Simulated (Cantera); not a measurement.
## CuO + C + H2 (carbothermic reduction)

Input: 1 mol CuO, 0.54 mol C, 0.72 mol H2.

Cantera equilibrium calculation (NASA polynomials, part measured and part estimated; ideal gas, pure solids and liquids). Candidate condensed phases: C, C6H6, C7H8, C8H18, Cu, CuO, Cu(OH)2, Cu2O, H2O; 113 gas species. Kinetics and transport are ignored.

**Question.** Map the stable condensed phases over T = 1073, 1223, 1373, 1523, 1673, 1823, 1973, 2123, 2273 K and P in Pa = 10, 32, 100, 320, 1000, 3200, 10000, 32000, 100000, 320000, 1000000.

**Answer.** 
```
T in K \ P in Pa
              10      32     100     320    1000    3200   10000   32000  100000  320000 1000000
   2273        A       A       A       A       A       A       B       B       B       B       B
   2123        A       A       A       A       A       B       B       B       B       B       B
   1973        A       A       A       A       B       B       B       B       B       B       B
   1823        A       A       A       B       B       B       B       B       B       B       B
   1673        A       B       B       B       B       B       B       B       B       B       B
   1523        B       B       B       B       B       B       B       B       B       B       B
   1373        B       B       B       B       B       B       B       B       B       B       B
   1223        B       B       B       B       B       B       B       B       B       B       B
   1073        B       B       B       B       B       B       B       B       B       B       B
```
A: gas only; B: Cu.
